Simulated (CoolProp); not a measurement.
Values from CoolProp's reference Helmholtz-energy equation of state, Gao 2016.

### Question
For sulfur dioxide, give the phase and the Z, cv (kJ/(kg K)), Joule-Thomson coefficient (K/MPa), expansivity (1/kK) at 189.95 °C and 8.38 MPa; 220.95 °C and 8.38 MPa.

### Answer
- 189.95 °C and 8.38 MPa: supercritical; Z 0.638, cv 0.748, Joule-Thomson coefficient 9.39, expansivity 9.50
- 220.95 °C and 8.38 MPa: supercritical; Z 0.744, cv 0.691, Joule-Thomson coefficient 8.05, expansivity 5.44
